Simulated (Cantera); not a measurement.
Input: 1 mol Fe2O3, 5.1 mol CH4, 18 mol H2, held at 1925 K.

Method: chemical equilibrium by Gibbs-energy minimisation in Cantera with the NASA 1993 tables (ideal gas, pure condensed phases). Candidate condensed phases: C, C6H6, C7H8, C8H18, Fe, Fe(CO)5, FeO, Fe(OH)2, Fe(OH)3, Fe2O3, Fe3O4, H2O; 114 gas species. Iron dissolves carbon and melts from about 1420 K in contact with it, which pure phases cannot show. Condensed phases not in the tables: cementite and carbon dissolved in iron. Equilibrium is a limit: real reactors are often held back by kinetics, nucleation or transport.

Question: What share of the Fe ends up in condensed phases as a function of P (Pa), at 10, 36, 130, 460, 1700, 6000, 22000, 77000, 280000, 1000000?

Answer: 
| P (Pa) | Fe condensed (%) | as |
|---|---|---|
| 10 | 0.0 | - |
| 36 | 0.0 | - |
| 130 | 0.0 | - |
| 460 | 46.4 | Fe(l) |
| 1700 | 85.9 | Fe(l) |
| 6000 | 96.0 | Fe(l) |
| 22000 | 98.9 | Fe(l) |
| 77000 | 99.7 | Fe(l) |
| 280000 | 99.9 | Fe(l) |
| 1000000 | 100.0 | Fe(l) |
